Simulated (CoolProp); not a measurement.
Vapour-liquid equilibrium of sulfur dioxide (1) + toluene (2) at 226 kPa; x and y are mole fractions of (1).

Values from CoolProp's multi-fluid Helmholtz-energy mixture model, Gao 2016 and Lemmon 2006; pair parameters Bell 2016.

```csv
x,"bubble temperature, mixture model (°C)","bubble temperature, Raoult's law (°C)","y, mixture model","y, Raoult's law"
0.05,114.5,103.2,0.508,0.657
0.15,[?],68.3,[?],0.904
0.25,[?],51.0,0.945,0.957
0.35,42.1,40.0,[?],0.977
0.45,[?],32.2,0.986,0.987
0.55,[?],26.2,0.992,0.992
0.65,[?],21.3,0.995,0.995
0.75,17.1,17.3,0.997,0.997
0.85,13.8,13.8,[?],0.999
0.95,10.9,10.9,1.000,1.000
```

Question: Some entries are withheld; supply them.

Answer: 
- 0.15, bubble temperature, mixture model (°C): 77.5
- 0.15, y, mixture model: 0.858
- 0.25, bubble temperature, mixture model (°C): 55.8
- 0.35, y, mixture model: 0.974
- 0.45, bubble temperature, mixture model (°C): 32.7
- 0.55, bubble temperature, mixture model (°C): 26.1
- 0.65, bubble temperature, mixture model (°C): 21.1
- 0.85, y, mixture model: 0.998

The largest gap from Raoult's law is +11.3 K in bubble temperature, at x = 0.05. No azeotrope shows between x = 0.05 and 0.95.

Pair parameters are fitted to limited data, so mixtures are less certain than the pure fluids. The gap from Raoult's law changes sign with composition, which may be real or a fault of the pair parameters; it wasn't checked against measurements.
